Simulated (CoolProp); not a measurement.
Computed with CoolProp (reference Helmholtz-energy equation of state, Lemmon 2005).

Problem. For R125, give the phase and the speed of sound (m/s), Joule-Thomson coefficient (K/MPa) at 500 K and 0.26 MPa; 500 K and 1.35 MPa; 500 K and 3.07 MPa.

Solution. 
- 500 K and 0.26 MPa: gas; speed of sound 192, Joule-Thomson coefficient 3.11
- 500 K and 1.35 MPa: gas; speed of sound 188, Joule-Thomson coefficient 3.11
- 500 K and 3.07 MPa: gas; speed of sound 184, Joule-Thomson coefficient 3.08
